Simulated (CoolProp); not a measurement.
Ammonia at several states: fugacity coefficient from the reference equation and from simpler models built on Tc = 405.6 K, pc = 11.36 MPa, ω = 0.256; each cubic takes its own stable root.

Computed with CoolProp (reference Helmholtz-energy equation of state, Gao 2020).

```tsv
T (K)	p (MPa)	phase	reference	Soave-Redlich-Kwong	Peng-Robinson
242.4	0.0227	gas	0.9943	0.9969	0.9968
717.6	45.6	supercritical	0.8871	0.9654	0.9117
675.3	0.0427	gas	0.9998	0.9999	0.9998
215.5	0.191	liquid	0.1320	0.1236	0.1305
```
